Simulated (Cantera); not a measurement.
Input: 1 mol SiCl₄, 0.034 mol CH₄, 520 mol H₂, 0.0086 mol C₂H₄, at 2098 K and 133 Pa.

Equilibrium computed with Cantera from the NASA thermochemical tables; the gas is ideal and each condensed phase is pure. Candidate condensed phases: C, C₆H₆, C₇H₈, C₈H₁₈, Si, SiC; 109 gas species. The numbers say what is thermodynamically allowed, not how fast it happens.

Base state: H₂ 0.910, H 0.0804, HCl 0.00688, Si 0.00178, Cl 0.000447, C₂H₂ (acetylene) 4.16e-5, SiH 3.37e-5 (mole fractions); condensed: gas only.

Problem. What changes in the equilibrium state with this change: SiCl₄ replaced by SiH₄?

Solution. 
```
species             before    after
----------------  --------  -------
H₂                   0.910    0.917
H                   0.0804   0.0807
Si                 0.00178  0.00179
HCl                0.00688        0
Cl                0.000447        0
SiH                3.37e-5  3.40e-5
C₂H₂ (acetylene)   4.16e-5  4.16e-5
```
